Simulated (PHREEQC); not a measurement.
Consider water at 25 °C with 24 mmol/kgw FeSO4, 0.042 mmol/kgw H2SO4 and 0.54 mmol/kgw Na2SO4. Closed to the air; pH follows from the charge balance.

Equilibrium calculation in PHREEQC: ion-association model, wateq4f.dat.

This is a speciation only: nothing precipitates in the calculation.

Question: Predict the pH, ionic strength.

Answer: pH 4.39; ionic strength 0.0636 mol/kgw.

Question: In which forms is Fe present?

Answer: Fe+2 65 %, FeSO4 35 % of the Fe.

Complexes and solids missing from the database can't appear.
